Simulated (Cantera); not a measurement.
A perfectly stirred reactor is fed with 0.151 % CH4, 99.8 % N2, at 0.0267 bar; it is held at 1600 K, and followed from long to short residence time.

Model: GRI-Mech 3.0 (53 species, 325 reactions), integrated in Cantera. GRI-Mech 3.0 stops at C3 and has no aromatics, soot or wall deposition, so with more carbon than oxygen in the feed, carbon stays in small species such as C2H2 where larger ones or solid carbon would form. Radical loss at walls, strong at low pressure, is not modelled.

One state of this run: x CH4 = 0.00149; x C2H4 = 1.64e-6; x HCN = 3.36e-10; x CH2 = 6.99e-9; x C2H6 = 2.55e-8; x C2H = 2.82e-11. x: mole fraction; the columns are a selection and need not sum to one.

Which value of τ (s) does it belong to?
(A) 0.10
(B) 0.022
(C) 0.47
(D) 0.28

A, 0.10
